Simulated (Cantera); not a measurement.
Mixture: CH₄ : O₂ : N₂ = 0.62 : 1.43 : 5.37 (molar parts), equivalence ratio 0.87, at 4.40 bar, adiabatic and at constant pressure. Ignition delay is the time to a rise of 400 K.

Model: GRI-Mech 3.0 (53 species, 325 reactions), integrated in Cantera.

Problem. Predict: delay at 1100 K; delay at 1150 K; delay at 1200 K; delay at 1250 K; delay at 1300 K; delay at 1350 K; delay at 1400 K; apparent activation energy between 1300 and 1400 K.

Solution. 
| Item | Value |
|---|---|
| delay at 1100 K | 41.7 ms |
| delay at 1150 K | 20.7 ms |
| delay at 1200 K | 10.6 ms |
| delay at 1250 K | 5.61 ms |
| delay at 1300 K | 3.06 ms |
| delay at 1350 K | 1.71 ms |
| delay at 1400 K | 0.985 ms |
| apparent activation energy between 1300 and 1400 K | 170 kJ/mol |
